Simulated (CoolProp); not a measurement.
Chlorine along the isobar 5780 kPa: fugacity coefficient from the reference equation and from simpler models built on Tc = 143.7 °C, pc = 7642 kPa, ω = 0.070; each cubic takes its own stable root.

Computed with CoolProp (reference Helmholtz-energy equation of state, Thol 2021).

| T (°C) | phase | reference | van der Waals | Redlich-Kwong | Peng-Robinson |
|---|---|---|---|---|---|
| -67.85 | liquid | 0.003407 | 0.03993 | 0.002811 | 0.003882 |
| -46.05 | liquid | 0.01120 | 0.07409 | 0.01038 | 0.01209 |
| -24.25 | liquid | 0.02888 | 0.1228 | 0.02863 | 0.03008 |
| -2.55 | liquid | 0.06193 | 0.1863 | 0.06363 | 0.06301 |
| 19.25 | liquid | 0.1161 | 0.2647 | 0.1212 | 0.1162 |
| 40.95 | liquid | 0.1947 | 0.3558 | 0.2039 | 0.1929 |
| 62.75 | liquid | 0.3000 | 0.4581 | 0.3126 | 0.2949 |
| 84.55 | liquid | 0.4303 | 0.5679 | 0.4435 | 0.4201 |
| 106.25 | liquid | 0.5804 | 0.6801 | 0.5888 | 0.5623 |
| 128.05 | gas | 0.7268 | 0.7518 | 0.7186 | 0.6972 |
| 149.75 | gas | 0.7740 | 0.7839 | 0.7613 | 0.7413 |
